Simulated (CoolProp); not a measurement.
Diethyl ether along the isobar 5.08 MPa: Z from the reference equation and from simpler models built on Tc = 194.7 °C, pc = 3.717 MPa, ω = 0.282; each cubic takes its own stable root.

The numbers come from the reference Helmholtz-energy equation of state, Thol 2014 in CoolProp.

```
T (°C)          phase  reference  Redlich-Kwong  Soave-Redlich-Kwong  Peng-Robinson
------  -------------  ---------  -------------  -------------------  -------------
57.85          liquid     0.2021         0.2286               0.2202         0.1951
77.55          liquid     0.1978         0.2248               0.2161         0.1913
97.35          liquid     0.1950         0.2231               0.2141         0.1894
117.05         liquid     0.1939         0.2236               0.2145         0.1898
136.75         liquid     0.1947         0.2269               0.2180         0.1931
156.45         liquid     0.1983         0.2341                  [?]         0.2006
176.25         liquid        [?]         0.2480               0.2418         0.2159
195.95  supercritical     0.2273            [?]               0.2763         0.2496
215.65  supercritical     0.3255            [?]                  [?]         0.3609
235.35  supercritical     0.5180         0.4987               0.5564         0.5258
255.15  supercritical     0.6208         0.5999               0.6538         0.6218
274.85  supercritical     0.6891         0.6659               0.7191         0.6871
```

Fill in the missing entries.


- 156.45, Soave-Redlich-Kwong: 0.2259
- 176.25, reference: 0.2068
- 195.95, Redlich-Kwong: 0.2755
- 215.65, Redlich-Kwong: 0.3476
- 215.65, Soave-Redlich-Kwong: 0.3866
